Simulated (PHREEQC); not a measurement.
A made-up water analysis in mmol/kgw, 25 °C, pH 8.06: Na 252; K 9.48; Ca 1.44; Mg 5.75; Cl 254; S(6) 14.2; Alkalinity (meq/kgw) 0.037; Li 5.69.

Valence states are taken as typed.

Computed with PHREEQC (Pitzer model, pitzer.dat).

```json
{
 "ionic_strength": "0.303 mol/kgw",
 "activity_of_water": "0.991",
 "specific_conductance": "26600 µS/cm",
 "density": "1.009 g/cm³",
 "osmotic_coefficient": "0.906",
 "charge_balance_error": "-0.2 %"
}
```

```json
[
 {"species": "Cl-", "molality": "0.254", "activity": "0.174", "log γ": "-0.164"},
 {"species": "Na+", "molality": "0.252", "activity": "0.182", "log γ": "-0.140"},
 {"species": "SO4-2", "molality": "0.0142", "activity": "0.00239", "log γ": "-0.774"},
 {"species": "K+", "molality": "0.00948", "activity": "0.00660", "log γ": "-0.157"},
 {"species": "Mg+2", "molality": "0.00575", "activity": "0.00155", "log γ": "-0.570"},
 {"species": "Li+", "molality": "0.00569", "activity": "0.00434", "log γ": "-0.118"}
]
```

This is a speciation only: nothing precipitates in the calculation.
